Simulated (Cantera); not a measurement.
Charge: 1 mol MgSO4, 0.018 mol O2, 1.2 mol H2, at 1752 °C and 10.0 mbar.

Method: chemical equilibrium by Gibbs-energy minimisation in Cantera with the NASA 1993 tables (ideal gas, pure condensed phases). Candidate condensed phases: H2O, H2SO4, Mg, MgO, Mg(OH)2, MgS, MgSO4, S; 26 gas species. Kinetics and transport are ignored.

Base state: H2O 0.487, SO2 0.427, H2 0.0506, SO 0.0237, OH 0.00436, H 0.00433, O2 0.00112, S 0.000434 (mole fractions); condensed: MgO(s).

Problem. What changes in the equilibrium state with this change: O2 from 0.018 to 0.21 mol?

Solution. 
| species | before | after |
|---|---|---|
| H2O | 0.487 | 0.500 |
| SO2 | 0.427 | 0.425 |
| O2 | 0.00112 | 0.0495 |
| H2 | 0.0506 | 0.00781 |
| SO | 0.0237 | 0.00355 |
| OH | 0.00436 | 0.0114 |
| Mg | 0.000225 | 3.38e-5 |
| S2 | 0.000135 | 6.80e-8 |
| S2O | 1.18e-5 | 3.98e-8 |
| MgO(s), mol | 0.999 | 1.000 |

Problem. What changes in the equilibrium state with this change: temperature from 1752 °C to 800 °C?

Solution. 
| species | before | after |
|---|---|---|
| H2O | 0.487 | 0.547 |
| SO2 | 0.427 | 0.429 |
| S2 | 0.000135 | 0.0146 |
| H2 | 0.0506 | 0.00478 |
| SO | 0.0237 | 0.000129 |
| Mg | 0.000225 | <1e-9 |
| O2 | 0.00112 | <1e-9 |
| OH | 0.00436 | 4.16e-9 |
| H | 0.00433 | 9.72e-9 |
| MgO(s), mol | 0.999 | 1.00 |
Gases not in the tables: S3 to S7.

Problem. What changes in the equilibrium state with this change: temperature from 1752 °C to 775 °C?

Solution. 
```tsv
species	before	after
H2O	0.487	0.548
SO2	0.427	0.429
S2	0.000135	0.0146
H2	0.0506	0.00400
SO	0.0237	9.29e-5
Mg	0.000225	<1e-9
OH	0.00436	2.12e-9
O2	0.00112	<1e-9
H	0.00433	4.91e-9
MgO(s), mol	0.999	1.00
```
Gases not in the tables: S3 to S7.
